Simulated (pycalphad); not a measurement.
Computed with pycalphad from the COST 507 light-alloy database (1999), at 1 atm. The database dates from 1999; later assessments differ in places, in temperatures and in the compounds included. Amounts are mole fractions of atoms. Kinetics are ignored, which matters at the lower temperatures.

Problem. Give the equilibrium state of Mg-8.589Si (wt.%) at 202 °C.

Solution. HCP_A3, fraction 0.774, with <0.01 Si wt.%; MG2SI, fraction 0.226, with 36.6 Si wt.%.

Problem. Give the equilibrium state of Mg-8.589Si (wt.%) at 652 °C.

Solution. 
```
T = 925.00 K, P = 101325 Pa, N = 1 mol of atoms
G = -44667 J/mol, H = 19886 J/mol, S = 69.79 J/(mol K)  (SER reference)
chemical potentials (J/mol): Mg -41633, Si -81975
phase             fraction      x(Mg)      x(Si)
LIQUID              0.8104     0.9852     0.0148
MG2SI               0.1896     0.6667     0.3333
```

Database names, with the compositions (at.%) that they take in these runs: MG2SI: Mg 67 Si 33. HCP_A3 is hcp.
